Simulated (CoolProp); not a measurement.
A single-stage vapour-compression cycle with R125: evaporating at 223.15 K (dew point), condensing at 252.15 K (bubble point), superheat 0 K, subcooling 8 K, compressor efficiency 0.9, no pressure losses. Each further row changes one setting.

Computed with CoolProp (reference Helmholtz-energy equation of state, Lemmon 2005).

```json
[
 {"case": "as stated", "cooling COP": "…", "pressure ratio": "3.53", "discharge temperature (K)": "259.3", "refrigerating effect (kJ/kg)": "141", "volumetric capacity (kJ/m³)": "877"},
 {"case": "evaporating temperature 228.15 K", "cooling COP": "8.18", "pressure ratio": "2.76", "discharge temperature (K)": "…", "refrigerating effect (kJ/kg)": "144", "volumetric capacity (kJ/m³)": "1130"},
 {"case": "condensing temperature 247.15 K", "cooling COP": "…", "pressure ratio": "2.91", "discharge temperature (K)": "253.5", "refrigerating effect (kJ/kg)": "147", "volumetric capacity (kJ/m³)": "913"},
 {"case": "subcooling 13 K", "cooling COP": "6.75", "pressure ratio": "3.53", "discharge temperature (K)": "259.3", "refrigerating effect (kJ/kg)": "147", "volumetric capacity (kJ/m³)": "913"},
 {"case": "superheat 10 K", "cooling COP": "6.47", "pressure ratio": "3.53", "discharge temperature (K)": "269.6", "refrigerating effect (kJ/kg)": "…", "volumetric capacity (kJ/m³)": "876"},
 {"case": "compressor efficiency 0.8", "cooling COP": "5.76", "pressure ratio": "3.53", "discharge temperature (K)": "262.8", "refrigerating effect (kJ/kg)": "141", "volumetric capacity (kJ/m³)": "877"}
]
```

Q: Some entries are withheld; supply them.

A: 
- as stated, cooling COP: 6.48
- evaporating temperature 228.15 K, discharge temperature (K): 257.6
- condensing temperature 247.15 K, cooling COP: 8.02
- superheat 10 K, refrigerating effect (kJ/kg): 148
